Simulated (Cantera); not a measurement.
Thermodynamics of halide evaporation, hydrolysis and transport, feed MgCl2 + H2O + H2

Feed: 1 mol MgCl2, a varied amount of H2O, 3 mol H2, equilibrated at 1927 °C and 1.00 bar.

Equilibrium computed with Cantera from the NASA thermochemical tables; the gas is ideal and each condensed phase is pure. Candidate condensed phases: H2O, Mg, MgCl2, MgO, Mg(OH)2; 22 gas species. The tables' values for MgH are old estimates; treat these amounts as uncertain. Equilibrium is a limit: real reactors are often held back by kinetics, nucleation or transport.

From 0.16 mol H2O to 1.3 mol H2O the condensed part is MgO(s). The main Mg-bearing gas is MgCl2 throughout. The share of Mg in condensed phases is highest at 1.3 mol H2O (60.8 %) and lowest at 0.16 mol H2O (12.3 %).

```json
[
 {"n(H2O) (mol)": "0.16", "x H2": "0.685", "x HCl": "0.0951", "x MgCl2": "0.185", "x H2O": "0.00865", "x Mg": "0.0160", "n MgO(s)": "0.123"},
 {"n(H2O) (mol)": "0.29", "x H2": "0.677", "x HCl": "0.122", "x MgCl2": "0.167", "x H2O": "0.0158", "x Mg": "0.00867", "n MgO(s)": "0.221"},
 {"n(H2O) (mol)": "0.41", "x H2": "0.665", "x HCl": "0.146", "x MgCl2": "0.150", "x H2O": "0.0253", "x Mg": "0.00533", "n MgO(s)": "0.297"},
 {"n(H2O) (mol)": "0.53", "x H2": "0.651", "x HCl": "0.167", "x MgCl2": "0.134", "x H2O": "0.0368", "x Mg": "0.00358", "n MgO(s)": "0.362"},
 {"n(H2O) (mol)": "0.66", "x H2": "0.635", "x HCl": "0.185", "x MgCl2": "0.119", "x H2O": "0.0509", "x Mg": "0.00253", "n MgO(s)": "0.421"},
 {"n(H2O) (mol)": "0.78", "x H2": "0.620", "x HCl": "0.199", "x MgCl2": "0.108", "x H2O": "0.0650", "x Mg": "0.00193", "n MgO(s)": "0.467"},
 {"n(H2O) (mol)": "0.9", "x H2": "0.605", "x HCl": "0.209", "x MgCl2": "0.0973", "x H2O": "0.0796", "x Mg": "0.00154", "n MgO(s)": "0.507"},
 {"n(H2O) (mol)": "1", "x H2": "0.594", "x HCl": "0.216", "x MgCl2": "0.0899", "x H2O": "0.0921", "x Mg": "0.00131", "n MgO(s)": "0.536"},
 {"n(H2O) (mol)": "1.1", "x H2": "0.583", "x HCl": "0.222", "x MgCl2": "0.0832", "x H2O": "0.105", "x Mg": "0.00113", "n MgO(s)": "0.563"},
 {"n(H2O) (mol)": "1.3", "x H2": "0.561", "x HCl": "0.230", "x MgCl2": "0.0720", "x H2O": "0.130", "x Mg": "0.000876", "n MgO(s)": "0.608"}
]
```
x: gas mole fraction; n: condensed amount in mol.
